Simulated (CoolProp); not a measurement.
A single-stage vapour-compression cycle with the fluid: evaporating at 259.15 K (dew point), condensing at 315.15 K (bubble point), superheat 2 K, subcooling 0 K, compressor efficiency 0.65, no pressure losses. The same conditions are run with several fluids, on thermodynamics alone (safety and materials aside).

The numbers come from the reference Helmholtz-energy equation of state of each fluid (R142b: Lemmon 2006; n-butane: Bücker 2006; R236FA: Pan 2012; n-pentane: Thol 2019; R143a: Lemmon and Jacobsen 2000; R21: Platzer 1990) in CoolProp. The equations of Platzer and Polt are older, rougher fits.

| fluid | cooling COP | pressure ratio | discharge temperature (K) | refrigerating effect (kJ/kg) | volumetric capacity (kJ/m³) |
|---|---|---|---|---|---|
| R142b | 2.37 | 6.67 | 346.3 | 155 | 617 |
| n-butane | 2.34 | 6.80 | 334.3 | 267 | 432 |
| R236FA | 2.17 | 7.94 | 324.8 | 98.7 | 416 |
| n-pentane | 2.39 | 9.95 | 332.0 | 271 | 113 |
| R143a | 1.98 | 4.91 | 340.8 | 114 | 1940 |
| R21 | 2.51 | 8.24 | 390.2 | 194 | 357 |
